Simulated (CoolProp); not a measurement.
Fluorine along the isobar 3.16 MPa: Z from the reference equation and from simpler models built on Tc = -128.7 °C, pc = 5.240 MPa, ω = 0.045; each cubic takes its own stable root.

Computed with CoolProp (reference Helmholtz-energy equation of state, de Reuck 1990).

```tsv
T (°C)	phase	reference
-154.05	liquid	0.09848
-141.15	liquid	0.1034
-128.25	gas	0.7597
-115.35	gas	0.8288
-102.35	gas	0.8726
-89.45	gas	0.9023
-76.55	gas	0.9237
-63.65	gas	0.9396
-50.65	gas	0.9518
-37.75	gas	0.9613
-24.85	gas	0.9688
-11.95	gas	0.9749
1.05	gas	0.9799
13.95	gas	0.9841
26.85	gas	0.9875
```

How far does each simpler model (Redlich-Kwong, Peng-Robinson) lie from the reference over these 15 states: mean and median of the absolute difference, and the worst?


- Redlich-Kwong: mean 1.3 %, median 0.4 %, worst +11.0 % at -141.15 °C and 3.16 MPa
- Peng-Robinson: mean 1.9 %, median 1.4 %, worst -8.2 % at -154.05 °C and 3.16 MPa
